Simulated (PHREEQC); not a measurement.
A column of 1 m (40 cells, dispersivity 0.05 m, 3600 s a shift, diffusion coefficient 3e-10 m²/s) holds 0.0004 eq of the database's cation exchanger X per kg of pore water, first in equilibrium with 0.0032 mol Na2SO4, 0.0025 mol CaCl2 and 1e-05 mol HCl per kg of water. It is flushed with 0.00058 mol Na2SO4 and 1e-05 mol HCl per kg of water, at 25 °C. Values are for the last cell. No CO2 enters from the air. Nothing may precipitate in this run.

Base run: PHREEQC, ion-association model, phreeqc.dat. Each further column changes one thing. The table gives Ca in solution (mol/kgw).

| pore volumes | base | exchange capacity from 0.0004 to 0.0002 eq/kgw | dispersivity from 0.05 to 0.1 m |
|---|---|---|---|
| 0 | 0.00250 | 0.00250 | 0.00250 |
| 0.3125 | 0.00250 | 0.00250 | 0.00249 |
| 0.6125 | 0.00231 | 0.00231 | 0.00208 |
| 0.9125 | 0.00139 | 0.00139 | 0.00126 |
| 1.212 | 0.000550 | 0.000549 | 0.000633 |
| 1.512 | 0.000181 | 0.000176 | 0.000295 |
| 1.812 | 6.37e-5 | 5.69e-5 | 0.000136 |
| 2.112 | 3.01e-5 | 2.37e-5 | 6.65e-5 |
| 2.413 | 1.88e-5 | 1.35e-5 | 3.67e-5 |
| 2.712 | 1.38e-5 | 9.40e-6 | 2.34e-5 |
| 3.013 | 1.11e-5 | 7.31e-6 | 1.68e-5 |
